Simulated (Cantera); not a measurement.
Equilibrium for fluorocarbon and chlorocarbon gases: CH2F2 + H2

Charge: 1 mol CH2F2, 13 mol H2, held at 9.20 mbar.

Method: chemical equilibrium by Gibbs-energy minimisation in Cantera with the NASA 1993 tables (ideal gas, pure condensed phases). Candidate condensed phases: C, C6H6, C7H8, C8H18; 95 gas species. The numbers say what is thermodynamically allowed, not how fast it happens.

| T (K) | x H | x H2 | x HF | x C2H2 (acetylene) | x C3 | x C | x F | x C2H | n C(graphite) |
|---|---|---|---|---|---|---|---|---|---|
| 2450 | 0.175 | 0.697 | 0.122 | 0.00608 | 2.44e-5 | 8.97e-6 | 5.58e-5 | 9.83e-5 | 0.794 |
| 2500 | 0.213 | 0.660 | 0.119 | 0.00714 | 5.40e-5 | 1.81e-5 | 8.02e-5 | 0.000165 | 0.749 |
| 2550 | 0.256 | 0.619 | 0.116 | 0.00823 | 0.000116 | 3.55e-5 | 0.000114 | 0.000271 | 0.697 |
| 2600 | 0.303 | 0.574 | 0.113 | 0.00930 | 0.000241 | 6.78e-5 | 0.000160 | 0.000433 | 0.635 |
| 2650 | 0.354 | 0.525 | 0.109 | 0.0103 | 0.000486 | 0.000126 | 0.000223 | 0.000673 | 0.561 |
| 2700 | 0.407 | 0.473 | 0.106 | 0.0112 | 0.000957 | 0.000230 | 0.000308 | 0.00102 | 0.468 |
| 2750 | 0.462 | 0.420 | 0.102 | 0.0118 | 0.00183 | 0.000410 | 0.000422 | 0.00151 | 0.341 |
| 2800 | 0.516 | 0.366 | 0.0975 | 0.0122 | 0.00343 | 0.000716 | 0.000577 | 0.00217 | 0.154 |
| 2850 | 0.569 | 0.315 | 0.0933 | 0.0111 | 0.00533 | 0.00116 | 0.000784 | 0.00275 | 0 |
| 2900 | 0.621 | 0.268 | 0.0894 | 0.00834 | 0.00623 | 0.00169 | 0.00106 | 0.00286 | 0 |
| 2950 | 0.668 | 0.225 | 0.0856 | 0.00600 | 0.00690 | 0.00239 | 0.00143 | 0.00285 | 0 |
| 3000 | 0.711 | 0.186 | 0.0820 | 0.00415 | 0.00727 | 0.00330 | 0.00193 | 0.00272 | 0 |
| 3050 | 0.747 | 0.152 | 0.0786 | 0.00278 | 0.00735 | 0.00444 | 0.00261 | 0.00252 | 0 |
| 3100 | 0.779 | 0.123 | 0.0753 | 0.00181 | 0.00716 | 0.00584 | 0.00351 | 0.00226 | 0 |
x: gas mole fraction; n: condensed amount in mol.

From 2450 K to 2800 K the condensed part is C(graphite). From 2850 K to 3100 K nothing is condensed. The main C-bearing gas is C2H2 (acetylene) at 2450 K and C3 at 3100 K.
